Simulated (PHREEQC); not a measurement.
A column of 0.1 m (40 cells, dispersivity 0.008 m, 3600 s a shift, diffusion coefficient 3e-10 m²/s) holds 0.002 eq of the database's cation exchanger X per kg of pore water, first in equilibrium with 47 mmol/kgw NH4Cl, 1.5 mmol/kgw BaCl2, 19 mmol/kgw MgCl2 and 0.01 mmol/kgw HCl. It is flushed with 0.0024 mol/kgw MgCl2 and 1e-05 mol/kgw HCl, at 40 °C. Values are for the last cell. No CO2 enters from the air. Precipitation was switched off in this run.

The numbers come from PHREEQC with the ion-association model, phreeqc.dat.

| pore volumes | NH4 in solution (mol/kgw) | Ba in solution (mol/kgw) | Cl in solution (mol/kgw) | Mg in solution (mol/kgw) | BaX2 on the exchanger (mol/kgw) | MgX2 on the exchanger (mol/kgw) |
|---|---|---|---|---|---|---|
| 0 | 0.0470 | 0.00150 | 0.0880 | 0.0190 | 7.58e-5 | 0.000498 |
| 0.2125 | 0.0470 | 0.00150 | 0.0880 | 0.0190 | 7.58e-5 | 0.000498 |
| 0.3125 | 0.0469 | 0.00150 | 0.0879 | 0.0190 | 7.59e-5 | 0.000498 |
| 0.5125 | 0.0442 | 0.00140 | 0.0828 | 0.0179 | 7.66e-5 | 0.000507 |
| 0.7125 | 0.0356 | 0.00112 | 0.0672 | 0.0147 | 7.91e-5 | 0.000539 |
| 0.8125 | 0.0301 | 0.000940 | 0.0573 | 0.0126 | 8.08e-5 | 0.000563 |
| 1.012 | 0.0199 | 0.000619 | 0.0390 | 0.00891 | 8.34e-5 | 0.000621 |
| 1.212 | 0.0123 | 0.000389 | 0.0254 | 0.00615 | 8.37e-5 | 0.000687 |
| 1.312 | 0.00945 | 0.000308 | 0.0204 | 0.00517 | 8.27e-5 | 0.000720 |
| 1.512 | 0.00550 | 0.000197 | 0.0136 | 0.00383 | 7.79e-5 | 0.000783 |
| 1.712 | 0.00314 | 0.000134 | 0.00959 | 0.00309 | 7.00e-5 | 0.000838 |
| 1.812 | 0.00236 | 0.000112 | 0.00832 | 0.00286 | 6.53e-5 | 0.000862 |
| 2.013 | 0.00133 | 8.17e-5 | 0.00668 | 0.00259 | 5.49e-5 | 0.000901 |
| 2.212 | 0.000740 | 6.10e-5 | 0.00580 | 0.00246 | 4.44e-5 | 0.000930 |
| 2.312 | 0.000551 | 5.28e-5 | 0.00552 | 0.00243 | 3.95e-5 | 0.000941 |
| 2.513 | 0.000304 | 3.97e-5 | 0.00518 | 0.00239 | 3.06e-5 | 0.000959 |
| 2.712 | 0.000167 | 2.96e-5 | 0.00500 | 0.00238 | 2.33e-5 | 0.000971 |
| 2.812 | 0.000124 | 2.55e-5 | 0.00495 | 0.00238 | 2.01e-5 | 0.000975 |
| 3.013 | 6.75e-5 | 1.88e-5 | 0.00488 | 0.00238 | 1.50e-5 | 0.000983 |

Away from 25 °C the constants follow the database's enthalpies or fits; those with neither stay at their 25 °C values.
